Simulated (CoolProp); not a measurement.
Vapour-liquid equilibrium of ethylene (1) + 1-butene (2) at 0.334 MPa; x and y are mole fractions of (1).

The numbers come from the multi-fluid Helmholtz-energy mixture model, Smukala 2000 and Lemmon 2005; pair parameters Bell 2016 in CoolProp.

```json
[
 {"x": "0.05", "bubble temperature, mixture model (K)": "279.8", "bubble temperature, Raoult's law (K)": "273.9", "y, mixture model": "0.511", "y, Raoult's law": "0.624"},
 {"x": "0.15", "bubble temperature, mixture model (K)": "248.6", "bubble temperature, Raoult's law (K)": "244.5", "y, mixture model": "(withheld)", "y, Raoult's law": "0.902"},
 {"x": "0.25", "bubble temperature, mixture model (K)": "231.2", "bubble temperature, Raoult's law (K)": "229.1", "y, mixture model": "0.949", "y, Raoult's law": "0.961"},
 {"x": "0.35", "bubble temperature, mixture model (K)": "220.4", "bubble temperature, Raoult's law (K)": "219.4", "y, mixture model": "0.976", "y, Raoult's law": "0.981"},
 {"x": "0.45", "bubble temperature, mixture model (K)": "213.0", "bubble temperature, Raoult's law (K)": "212.4", "y, mixture model": "0.987", "y, Raoult's law": "0.990"},
 {"x": "0.55", "bubble temperature, mixture model (K)": "207.5", "bubble temperature, Raoult's law (K)": "207.1", "y, mixture model": "0.992", "y, Raoult's law": "0.994"},
 {"x": "0.65", "bubble temperature, mixture model (K)": "203.1", "bubble temperature, Raoult's law (K)": "202.9", "y, mixture model": "(withheld)", "y, Raoult's law": "0.997"},
 {"x": "0.75", "bubble temperature, mixture model (K)": "(withheld)", "bubble temperature, Raoult's law (K)": "199.4", "y, mixture model": "0.997", "y, Raoult's law": "0.998"},
 {"x": "0.85", "bubble temperature, mixture model (K)": "196.6", "bubble temperature, Raoult's law (K)": "196.4", "y, mixture model": "0.999", "y, Raoult's law": "0.999"},
 {"x": "0.95", "bubble temperature, mixture model (K)": "194.0", "bubble temperature, Raoult's law (K)": "193.9", "y, mixture model": "1.000", "y, Raoult's law": "1.000"}
]
```

Problem. Fill in the missing entries.

Solution. 
- 0.15, y, mixture model: 0.868
- 0.65, y, mixture model: 0.995
- 0.75, bubble temperature, mixture model (K): 199.6

The largest gap from Raoult's law is +5.9 K in bubble temperature, at x = 0.05. No azeotrope shows between x = 0.05 and 0.95.

The pair parameters rest on a limited set of measurements; away from them the model extrapolates.
